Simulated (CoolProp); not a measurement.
Vapour-liquid equilibrium of isobutene (1) + ethanol (2) at 362.7 K; x and y are mole fractions of (1).

Computed with CoolProp (multi-fluid Helmholtz-energy mixture model, Lemmon 2005 and Schroeder 2014; pair parameters Bell 2016).

| x | bubble pressure, mixture model (kPa) | bubble pressure, Raoult's law (kPa) | y, mixture model | y, Raoult's law |
|---|---|---|---|---|
| 0.05 | 363.7 | 221.6 | 0.576 | 0.337 |
| 0.125 | 645.2 | 321.8 | 0.765 | 0.579 |
| 0.2 | 867.4 | 422.1 | 0.828 | 0.707 |
| 0.275 | ___ | 522.4 | 0.857 | 0.785 |
| 0.35 | 1121 | 622.6 | 0.872 | 0.838 |
| 0.425 | 1178 | 722.9 | ___ | 0.877 |
| 0.5 | ___ | 823.1 | 0.886 | 0.906 |
| 0.575 | 1236 | 923.4 | 0.890 | 0.929 |
| 0.65 | 1262 | 1024 | 0.895 | 0.947 |
| 0.725 | 1296 | 1124 | 0.904 | 0.962 |
| 0.8 | 1340 | 1224 | 0.918 | 0.975 |
| 0.875 | 1393 | 1324 | ___ | 0.985 |
| 0.95 | ___ | 1425 | ___ | 0.995 |

Task: Fill in the missing entries.

Result: 
- 0.275, bubble pressure, mixture model (kPa): 1023
- 0.425, y, mixture model: 0.881
- 0.5, bubble pressure, mixture model (kPa): 1211
- 0.875, y, mixture model: 0.939
- 0.95, bubble pressure, mixture model (kPa): 1452
- 0.95, y, mixture model: 0.971

The largest gap from Raoult's law is +105.5 % in bubble pressure, at x = 0.2. No azeotrope shows between x = 0.05 and 0.95.

The pair parameters rest on a limited set of measurements; away from them the model extrapolates. With so large a gap from Raoult's law the liquid may split in two, which this calculation doesn't test in full.
